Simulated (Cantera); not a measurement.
Cantera run:

```python
import numpy as np
import cantera as ct

gas_names = [...]  # 116 gases of nasa_gas.yaml made of C, H, Mg, O
cond_names = """
    C(gr) C6H6(L) C7H8(L) C8H18(L),n-octa H2O(s) H2O(L) Mg(cr) Mg(L) MgCO3(s) MgO(s) MgO(L) MgO2H2(s)
""".split()


# ... load() reads the species with a 1 bar reference pressure and builds the phases ...
atoms = {
    'MgCO3': {'Mg': 1, 'C': 1, 'O': 3},
    'H2O': {'H': 2, 'O': 1},
    'CO2': {'C': 1, 'O': 2},
    'C': {'C': 1},
}
top_T = {'C(gr)': 4500}  # K; cautious upper limits of use, not melting points


# ... equilibrate(T, P, feed) seeds the gas with the atoms and calls Mixture.equilibrate('TP', solver="vcs", rtol=1e-11, max_steps=5000) ...
results = []
feed = {'MgCO3': 1, 'H2O': 0.8, 'CO2': 2.2, 'C': 0.3}  # mol
P = 4200  # Pa
for T in [1523, 1573, 1623, 1673, 1723, 1773, 1823, 1873, 1923, 1973, 2023, 2073, 2123]:
    mix = equilibrate(T, P, feed)
    results.append((T, P, feed, dict(zip(mix.species_names, mix.species_moles))))
    x = sorted(zip(gas.X, gas.species_names), reverse=True)
    print(f"T = {T:g} K  P = {P:g} Pa  gas = {mix.phase_moles(0):.4g} mol")
    print("   x: " + "  ".join(f"{s} {v:.3e}" for v, s in x if v > 1e-06))
    print("   condensed (mol): " + ("  ".join(f"{mix.phase(i).name} {mix.phase_moles(i):.4g}"
          for i in range(1, mix.n_phases) if mix.phase_moles(i) > 1e-12) or "none"))
```

Result:

```
T = 1523 K  P = 4200 Pa  gas = 4.3 mol
   x: CO2 6.865e-01  H2O 1.740e-01  CO 1.275e-01  H2 1.204e-02  H 1.237e-05  OH 5.512e-06
   condensed (mol): MgO(s) 1
T = 1573 K  P = 4200 Pa  gas = 4.3 mol
   x: CO2 6.857e-01  H2O 1.747e-01  CO 1.282e-01  H2 1.130e-02  H 2.109e-05  OH 1.178e-05
   condensed (mol): MgO(s) 1
T = 1623 K  P = 4200 Pa  gas = 4.3 mol
   x: CO2 6.850e-01  H2O 1.754e-01  CO 1.289e-01  H2 1.064e-02  H 3.479e-05  OH 2.401e-05
   condensed (mol): MgO(s) 1
T = 1673 K  P = 4200 Pa  gas = 4.3 mol
   x: CO2 6.844e-01  H2O 1.759e-01  CO 1.295e-01  H2 1.006e-02  H 5.574e-05  OH 4.688e-05  O2 1.657e-06
   condensed (mol): MgO(s) 1
T = 1723 K  P = 4200 Pa  gas = 4.3 mol
   x: CO2 6.839e-01  H2O 1.764e-01  CO 1.300e-01  H2 9.549e-03  OH 8.805e-05  H 8.695e-05  O2 5.268e-06
   condensed (mol): MgO(s) 1
T = 1773 K  P = 4200 Pa  gas = 4.301 mol
   x: CO2 6.834e-01  H2O 1.768e-01  CO 1.305e-01  H2 9.091e-03  OH 1.595e-04  H 1.324e-04  O2 1.567e-05  O 1.814e-06
   condensed (mol): MgO(s) 1
T = 1823 K  P = 4200 Pa  gas = 4.301 mol
   x: CO2 6.828e-01  H2O 1.771e-01  CO 1.309e-01  H2 8.683e-03  OH 2.796e-04  H 1.970e-04  O2 4.386e-05  O 4.875e-06  MgO2H2 1.463e-06  Mg 1.096e-06
   condensed (mol): MgO(s) 1
T = 1873 K  P = 4200 Pa  gas = 4.302 mol
   x: CO2 6.821e-01  H2O 1.772e-01  CO 1.315e-01  H2 8.322e-03  OH 4.750e-04  H 2.873e-04  O2 1.159e-04  O 1.242e-05  Mg 2.435e-06  MgO2H2 2.346e-06
   condensed (mol): MgO(s) 1
T = 1923 K  P = 4200 Pa  gas = 4.304 mol
   x: CO2 6.810e-01  H2O 1.773e-01  CO 1.322e-01  H2 8.008e-03  OH 7.838e-04  H 4.113e-04  O2 2.896e-04  O 3.005e-05  Mg 5.197e-06  MgO2H2 3.664e-06  MgOH 1.567e-06
   condensed (mol): MgO(s) 1
T = 1973 K  P = 4200 Pa  gas = 4.307 mol
   x: CO2 6.793e-01  H2O 1.771e-01  CO 1.333e-01  H2 7.749e-03  OH 1.257e-03  O2 6.841e-04  H 5.796e-04  O 6.921e-05  Mg 1.071e-05  MgO2H2 5.586e-06  MgOH 2.981e-06
   condensed (mol): MgO(s) 0.9999
T = 2023 K  P = 4200 Pa  gas = 4.313 mol
   x: CO2 6.762e-01  H2O 1.765e-01  CO 1.353e-01  H2 7.567e-03  OH 1.959e-03  O2 1.521e-03  H 8.061e-04  O 1.516e-04  Mg 2.148e-05  MgO2H2 8.319e-06  MgOH 5.507e-06
   condensed (mol): MgO(s) 0.9998
T = 2073 K  P = 4200 Pa  gas = 4.324 mol
   x: CO2 6.707e-01  H2O 1.755e-01  CO 1.388e-01  H2 7.491e-03  O2 3.153e-03  OH 2.959e-03  H 1.111e-03  O 3.149e-04  Mg 4.224e-05  MgO2H2 1.211e-05  MgOH 9.930e-06  MgO 1.963e-06
   condensed (mol): MgO(s) 0.9997
T = 2123 K  P = 4200 Pa  gas = 4.342 mol
   x: CO2 6.615e-01  H2O 1.737e-01  CO 1.446e-01  H2 7.564e-03  O2 6.028e-03  OH 4.324e-03  H 1.522e-03  O 6.172e-04  Mg 8.229e-05  MgOH 1.756e-05  MgO2H2 1.724e-05  MgO 4.790e-06
   condensed (mol): MgO(s) 0.9995
```

Equilibrium computed with Cantera from the NASA thermochemical tables; the gas is ideal and each condensed phase is pure.
